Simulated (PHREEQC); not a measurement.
Synthetic water in mmol/kgw, 20 °C, pH 6.55, pe 11.5: Na 212; K 23.6; Ca 4.44; Mg 4.58; Cl 234; S(6) 8.05; Alkalinity (meq/kgw) 0.0033; N(5) 0.809; Ni 2.17.

Valence states are taken as typed.

Computed with PHREEQC (ion-association model, wateq4f.dat).

This is a speciation only: nothing precipitates in the calculation.

Q: What activity of water, charge-balance error does the model give?

A: activity of water 0.992; charge-balance error 1.4 %.

Q: In which forms is Ca present?

A: Ca+2 93 %, CaSO4 7.3 % of the Ca.
